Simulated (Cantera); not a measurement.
A perfectly stirred reactor is fed with CH₄ : H₂ : O₂ : N₂ = 1 : 0.27 : 1.42 : 5.35 (molar parts), at 1.00 bar; it is adiabatic with a 600 K inlet, and is followed from long to short residence time, starting on the burning branch (τ in s: 0.07, 0.03, 0.013, 0.0054, 0.0023, 0.00097, 0.00041, 0.00018, 7.5e-05, 3.2e-05, 1.4e-05, 5.8e-06).

Computed with Cantera and GRI-Mech 3.0 (53 species, 325 reactions).

Question: What does this change do: N2 5.35 to 6.7 parts?

Answer: 
| quantity | before | after |
|---|---|---|
| blow-out, bracketed by the residence times tried | burning at 0.180 ms, out at 75.0 µs | burning at 0.970 ms, out at 0.410 ms |
| x(CH₄) at τ = 70.0 ms | 0.000102 | 0.000969 |
| x(H₂) at τ = 70.0 ms | 0.0833 | 0.0709 |
| x(O₂) at τ = 70.0 ms | 8.07e-5 | 0.000246 |
| x(C₂H) at τ = 70.0 ms | 3.92e-9 | 5.45e-8 |
| x(N₂O) at τ = 70.0 ms | 1.47e-8 | 1.89e-8 |
| x(CH₄) at τ = 0.410 ms | 0.00206 | 0.106 |
| x(H₂) at τ = 0.410 ms | 0.0766 | 0.0288 |
| x(O₂) at τ = 0.410 ms | 0.00517 | 0.151 |
| x(C₂H) at τ = 0.410 ms | 1.11e-6 | <1e-12 |
| x(N₂O) at τ = 0.410 ms | 5.63e-8 | <1e-12 |

Question: What does this change do: N2 5.35 to 7.1 parts?

Answer: 
| quantity | before | after |
|---|---|---|
| blow-out, bracketed by the residence times tried | burning at 0.180 ms, out at 75.0 µs | burning at 0.970 ms, out at 0.410 ms |
| x(CH₄) at τ = 70.0 ms | 0.000102 | 0.00147 |
| x(H₂) at τ = 70.0 ms | 0.0833 | 0.0664 |
| x(O₂) at τ = 70.0 ms | 8.07e-5 | 0.000334 |
| x(C₂H) at τ = 70.0 ms | 3.92e-9 | 7.31e-8 |
| x(N₂O) at τ = 70.0 ms | 1.47e-8 | 1.41e-8 |
| x(CH₄) at τ = 0.410 ms | 0.00206 | 0.102 |
| x(H₂) at τ = 0.410 ms | 0.0766 | 0.0276 |
| x(O₂) at τ = 0.410 ms | 0.00517 | 0.145 |
| x(C₂H) at τ = 0.410 ms | 1.11e-6 | <1e-12 |
| x(N₂O) at τ = 0.410 ms | 5.63e-8 | <1e-12 |
